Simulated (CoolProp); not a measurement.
Ammonia along the isobar 46900 kPa: Z from the reference equation and from simpler models built on Tc = 405.6 K, pc = 11360 kPa, ω = 0.256; each cubic takes its own stable root.

Computed with CoolProp (reference Helmholtz-energy equation of state, Gao 2020).

```csv
T (K),phase,reference
272.3,liquid,0.5288
288.4,liquid,0.5133
304.4,liquid,0.5007
320.4,liquid,0.4906
336.4,liquid,0.4829
352.5,liquid,0.4775
368.5,liquid,0.4746
384.5,liquid,0.4741
400.5,liquid,0.4764
416.6,supercritical,0.4817
432.6,supercritical,0.4904
448.6,supercritical,0.5031
```

**Question.** How far does each simpler model (van der Waals, Redlich-Kwong, Soave-Redlich-Kwong, Peng-Robinson) lie from the reference over these 12 states: mean and median of the absolute difference, and the worst?

**Answer.** 
- van der Waals: mean 68.3 %, median 70.2 %, worst +81.8 % at 272.3 K and 46900 kPa
- Redlich-Kwong: mean 27.3 %, median 27.9 %, worst +28.5 % at 272.3 K and 46900 kPa
- Soave-Redlich-Kwong: mean 26.2 %, median 25.7 %, worst +28.3 % at 448.6 K and 46900 kPa
- Peng-Robinson: mean 12.9 %, median 12.0 %, worst +16.7 % at 448.6 K and 46900 kPa
